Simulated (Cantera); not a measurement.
A closed system holds: 1 mol Pb, 3 mol O2, 0.11 mol H2, at 0.0900 bar.

Equilibrium computed with Cantera from the NASA thermochemical tables; the gas is ideal and each condensed phase is pure. Candidate condensed phases: H2O, Pb, PbO, PbO2, Pb3O4; 12 gas species. Gases not in the tables: (PbO)n polymers. Equilibrium is a limit: real reactors are often held back by kinetics, nucleation or transport.

x: gas mole fraction; n: condensed amount in mol.

| T (K) | x O2 | x PbO | x H2O | x Pb | x OH | x O | x H2 | n PbO(yellow) | n PbO(l) |
|---|---|---|---|---|---|---|---|---|---|
| 900 | 0.957 | 8.29e-8 | 0.0431 | 1.66e-12 | 2.30e-8 | 1.76e-11 | <1e-12 | 1.00 | 0 |
| 950 | 0.957 | … | 0.0431 | … | … | … | … | 1.000 | 0 |
| 1000 | 0.957 | 3.39e-6 | 0.0431 | 3.64e-10 | 2.01e-7 | 5.13e-10 | 1.28e-11 | 1.000 | 0 |
| 1050 | 0.957 | 1.64e-5 | 0.0431 | 3.63e-9 | 5.10e-7 | 2.18e-9 | 5.31e-11 | 1.000 | 0 |
| 1100 | 0.957 | 6.88e-5 | 0.0430 | 2.93e-8 | 1.19e-6 | 8.14e-9 | 1.93e-10 | 1.000 | 0 |
| 1150 | 0.957 | 0.000253 | 0.0430 | 1.96e-7 | 2.58e-6 | 2.71e-8 | 6.30e-10 | 0.999 | 0 |
| 1200 | 0.956 | 0.000758 | 0.0430 | 1.02e-6 | 5.24e-6 | 8.17e-8 | 1.86e-9 | 0 | 0.998 |
| 1250 | 0.955 | 0.00203 | 0.0430 | 4.52e-6 | 1.00e-5 | 2.25e-7 | 5.05e-9 | 0 | 0.995 |
| 1300 | 0.952 | 0.00501 | 0.0428 | 1.78e-5 | 1.83e-5 | 5.75e-7 | 1.27e-8 | 0 | 0.987 |
| 1350 | 0.946 | 0.0115 | 0.0425 | 6.34e-5 | 3.18e-5 | 1.37e-6 | 2.98e-8 | 0 | 0.970 |
| 1400 | 0.933 | 0.0249 | 0.0419 | 0.000206 | 5.28e-5 | 3.05e-6 | 6.54e-8 | 0 | 0.934 |
| 1450 | 0.908 | … | 0.0408 | … | … | … | … | 0 | … |
| 1500 | 0.861 | 0.0980 | 0.0387 | 0.00174 | 0.000126 | 1.25e-5 | 2.63e-7 | 0 | 0.716 |

**Question.** What belongs in the gaps?

**Answer.** 
- 950, x PbO: 5.86e-7
- 950, x Pb: 2.84e-11
- 950, x OH: 7.19e-8
- 950, x O: 1.04e-10
- 950, x H2: 2.67e-12
- 1450, x PbO: 0.0507
- 1450, x Pb: 0.000618
- 1450, x OH: 8.38e-5
- 1450, x O: 6.38e-6
- 1450, x H2: 1.35e-7
- 1450, n PbO(l): 0.862
